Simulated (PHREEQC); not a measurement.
0.2 mol of Cerargyrite (AgCl) is brought to equilibrium with 1 kg of water, with rising amounts of MnCl2, at 25 °C. The system is closed to oxygen. No CO2 enters from the air. Solids allowed: Cerargyrite, Pyrochroite, Ag2O. Others were left out.

Computed with PHREEQC (ion-association model, wateq4f.dat).

```csv
MnCl2 added (mol),pH,dissolved Ag (mol/kgw),Ag+ (mol/kgw)
0,7.00,1.37e-5,1.34e-5
0.00208,6.66,5.19e-7,5.09e-8
0.00417,6.55,6.33e-7,2.71e-8
0.00625,6.49,7.62e-7,1.89e-8
0.00833,6.44,8.96e-7,1.47e-8
0.0104,6.41,1.03e-6,1.22e-8
0.0125,6.38,1.17e-6,1.04e-8
0.0146,6.36,1.31e-6,9.15e-9
0.0167,6.34,1.46e-6,8.18e-9
0.0187,6.32,1.59e-6,7.44e-9
0.0208,6.30,1.74e-6,6.82e-9
0.0229,6.29,1.89e-6,6.30e-9
0.025,6.27,2.04e-6,5.86e-9
```

Species that the database lacks are ignored.
